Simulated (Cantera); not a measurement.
A Cantera script and what it prints.

```python
import numpy as np
import cantera as ct

gas_names = """
    C CN C2 CCN CNC C2N2 C3 C4 C4N2 C5 N N2 Si SiC SiC2 SiN Si2 Si2C Si2N Si3
""".split()
cond_names = """
    C(gr) Si(cr) Si(L) SiC(b) Si3N4(a)
""".split()


# ... load() reads the species with a 1 bar reference pressure and builds the phases ...
atoms = {
    'SiC': {'Si': 1, 'C': 1},
    'Si': {'Si': 1},
    'N2': {'N': 2},
}
top_T = {'C(gr)': 4500, 'SiC(b)': 3050, 'Si3N4(a)': 2400}  # K; cautious upper limits of use, not melting points


# ... equilibrate(T, P, feed) seeds the gas with the atoms and calls Mixture.equilibrate('TP', solver="vcs", rtol=1e-11, max_steps=5000) ...
results = []
feed = {'SiC': 1, 'Si': 0.041, 'N2': 4.1}  # mol
T = 2700  # K
P = 350000  # Pa
mix = equilibrate(T, P, feed)
results.append((T, P, feed, dict(zip(mix.species_names, mix.species_moles))))
x = sorted(zip(gas.X, gas.species_names), reverse=True)
print(f"T = {T:g} K  P = {P:g} Pa  gas = {mix.phase_moles(0):.4g} mol")
print("   x: " + "  ".join(f"{s} {v:.3e}" for v, s in x if v > 1e-05))
print("   condensed (mol): " + ("  ".join(f"{mix.phase(i).name} {mix.phase_moles(i):.4g}"
      for i in range(1, mix.n_phases) if mix.phase_moles(i) > 1e-12) or "none"))
```

Output:

```
T = 2700 K  P = 350000 Pa  gas = 4.133 mol
   x: N2 9.913e-01  Si 5.411e-03  Si2C 1.241e-03  SiN 7.684e-04  Si2N 6.003e-04  SiC2 3.263e-04  Si2 1.895e-04  CN 9.437e-05  C2N2 3.199e-05  Si3 3.048e-05
   condensed (mol): Si(L) 0.00543  SiC(b) 0.9915
```

Cantera equilibrium calculation (NASA polynomials, part measured and part estimated; ideal gas, pure solids and liquids). Mutual solubility and eutectic melting of coexisting phases are not modelled. The tables' values for SiN are old estimates; treat these amounts as uncertain.
